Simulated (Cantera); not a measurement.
A perfectly stirred reactor is fed with H2 : O2 = 0.37 : 1 (molar parts), at 270 Pa; it is held at 1198 K, and followed from long to short residence time.

Computed with Cantera and the H2/O2 subset of GRI-Mech 3.0, which has no nitrogen chemistry. Radical loss at walls, strong at low pressure, is not modelled. The temperature is held fixed by assumption; the heat of reaction is taken as removed at once.

What does this change do: O2 1 to 0.3 parts?


```csv
quantity,before,after
x(H2) at τ = 0.750 s,0.00612,0.0297
x(O2) at τ = 0.750 s,0.659,0.237
x(OH) at τ = 0.750 s,0.00755,0.0102
x(H2O) at τ = 0.750 s,0.283,0.646
x(H2O2) at τ = 0.750 s,1.20e-7,2.09e-7
x(H2) at τ = 29.0 ms,0.0195,0.0645
x(O2) at τ = 29.0 ms,0.600,0.237
x(OH) at τ = 29.0 ms,0.0120,0.0142
x(H2O) at τ = 29.0 ms,0.202,0.378
x(H2O2) at τ = 29.0 ms,7.82e-8,8.39e-8
```
